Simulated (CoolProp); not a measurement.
Values from CoolProp's reference Helmholtz-energy equation of state, de Vries 1995.

Question: Give the vapour pressure (MPa), liquid cp (kJ/(kg K)), vapour Z of saturated R124 at 14.35, 47.25, 70.65 °C.

Answer: 
| T (°C) | p (MPa) | liquid cp (kJ/(kg K)) | vapour Z |
|---|---|---|---|
| 14.35 | 0.272 | 1.11 | 0.914 |
| 47.25 | 0.722 | 1.20 | 0.832 |
| 70.65 | 1.28 | 1.30 | 0.748 |
